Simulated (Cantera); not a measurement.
Cantera run, input and output.

```python
import numpy as np
import cantera as ct

gas = ct.Solution("gri30.yaml")
gas.TPX = 650, 270000, {'CH4': 1, 'H2': 0.064, 'O2': 2.9, 'N2': 9}
flame = ct.FreeFlame(gas, width=0.02)
flame.set_refine_criteria(ratio=3, slope=0.08, curve=0.16)
flame.transport_model = "unity-Lewis-number"
flame.solve(loglevel=0, auto=True)
z, T = flame.grid, flame.T
thick = (T[-1] - T[0]) / np.gradient(T, z).max()
show = ['CH4', 'H2', 'O2', 'C2H4', 'CH2O', 'HCO']
print(f"laminar burning velocity  {flame.velocity[0] * 100:.3f} cm/s")
print(f"burnt temperature         {T[-1]:.1f} K")
print(f"thermal thickness         {thick * 1e3:.4f} mm")
print(f"grid points               {len(z)}")
z0 = z[flame.heat_release_rate.argmax()]
print(f"{'z/mm':>9s}{'T/K':>9s}{'u/(m/s)':>9s}" + "".join(f"{s:>11s}" for s in show))
rows = []
for k in (-3, -2, -1.5, -1, -0.5, -0.25, 0, 0.25, 0.5, 1, 2, 4, 8):
    zz = z0 + k * thick
    rows.append([k * thick, np.interp(zz, z, T), np.interp(zz, z, flame.velocity),
                 *(np.interp(zz, z, flame.X[gas.species_index(s)]) for s in show)])
    print(f"{rows[-1][0] * 1e3:9.3f}{rows[-1][1]:9.1f}{rows[-1][2]:9.3f}" + "".join(f"{x:11.3e}" for x in rows[-1][3:]))
```

It prints:

```
laminar burning velocity  98.613 cm/s
burnt temperature         2263.5 K
thermal thickness         0.1377 mm
grid points               124
     z/mm      T/K  u/(m/s)        CH4         H2         O2       C2H4       CH2O        HCO
   -0.413    650.8    0.987  7.709e-02  4.942e-03  2.236e-01  3.042e-07  1.959e-06  5.468e-16
   -0.275    657.1    0.997  7.671e-02  4.983e-03  2.230e-01  2.687e-06  1.724e-05  2.005e-13
   -0.206    674.2    1.023  7.569e-02  5.095e-03  2.214e-01  9.194e-06  5.837e-05  6.841e-12
   -0.138    752.9    1.144  7.095e-02  5.619e-03  2.138e-01  3.941e-05  2.402e-04  5.190e-10
   -0.069   1094.4    1.674  4.940e-02  8.032e-03  1.794e-01  1.713e-04  8.787e-04  1.963e-07
   -0.034   1446.2    2.228  2.638e-02  1.050e-02  1.418e-01  2.580e-04  1.085e-03  6.742e-06
    0.000   1807.7    2.807  5.108e-03  1.030e-02  9.953e-02  1.096e-04  5.740e-04  4.095e-05
    0.034   1959.6    3.040  2.606e-04  6.097e-03  7.991e-02  4.521e-06  6.220e-05  8.438e-06
    0.069   2024.5    3.128  9.053e-06  4.762e-03  7.447e-02  9.132e-08  2.724e-06  4.209e-07
    0.138   2104.4    3.232  2.272e-08  3.777e-03  7.066e-02  1.015e-10  8.412e-09  1.524e-08
    0.275   2181.7    3.331  1.082e-12  2.347e-03  6.828e-02  1.494e-15  1.573e-11  3.380e-09
    0.551   2235.0    3.399  7.659e-16  1.210e-03  6.711e-02  8.972e-22  4.116e-12  6.071e-10
    1.101   2258.0    3.428  1.028e-16  7.384e-04  6.669e-02  8.250e-26  1.581e-12  1.767e-10
```

Cantera simulation using GRI-Mech 3.0 (53 species, 325 reactions); the numbers are that mechanism's predictions, not measurements. Unity Lewis numbers drop preferential diffusion, which matters most where H2 and H carry the flame. Burning velocities carry a grid error of a few per cent, more on coarse grids.
